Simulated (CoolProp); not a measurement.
Vapour-liquid equilibrium of propane (1) + R134a (2) at 322.7 K; x and y are mole fractions of (1).

Computed with CoolProp (multi-fluid Helmholtz-energy mixture model, Lemmon 2009 and Tillner-Roth 1994; pair parameters Bell 2016).

Give the bubble pressure and the first vapour's composition at x = 0.55, 0.65, 0.75. Is there an azeotrope?

x = 0.55: 2.122 MPa, y = 0.572; x = 0.65: 2.122 MPa, y = 0.630; x = 0.75: 2.084 MPa, y = 0.696. y crosses x between x = 0.55 and 0.65: the model has an azeotrope there.

Pair parameters are fitted to limited data, so mixtures are less certain than the pure fluids.
